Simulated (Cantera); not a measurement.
Charge: 1 mol trisilylamine, 1.7 mol N₂, equilibrated at 1175 °C.

These are equilibrium values from Cantera (NASA tables, ideal gas, pure condensed phases), not measurements of a reactor. Candidate condensed phases: Si, Si₃N₄; 18 gas species. The feed counts by its element totals alone. Mutual solubility and eutectic melting of coexisting phases are not modelled. Equilibrium is a limit: real reactors are often held back by kinetics, nucleation or transport.

log p: log10 of the partial pressure in bar; n: condensed amount in mol.

```
P (Pa)  log p H₂  log p N₂  log p H  log p Si  n Si(s)  n Si₃N₄(s)
------  --------  --------  -------  --------  -------  ----------
5          -4.47     -4.78    -7.27     -8.53     3.00           0
15         -3.87     -4.78    -6.97     -8.53    0.532       0.823
45         -3.37     -4.72    -6.72       ___        0       1.000
140        -2.87     -4.22    -6.47       ___        0       1.000
410        -2.41     -3.76    -6.24       ___        0       1.000
1200       -1.94     -3.29    -6.00       ___        0        1.00
3700       -1.45     -2.80    -5.76       ___        0        1.00
11000      -0.98     -2.33    -5.52       ___        0        1.00
33000      -0.50     -1.85    -5.28       ___        0        1.00
100000     -0.02     -1.37    -5.04       ___        0        1.00
```

Some entries are withheld; supply them.


- 45, log p Si: -8.58
- 140, log p Si: -8.90
- 410, log p Si: -9.22
- 1200, log p Si: -9.53
- 3700, log p Si: -9.85
- 11000, log p Si: -10.17
- 33000, log p Si: -10.49
- 100000, log p Si: -10.81
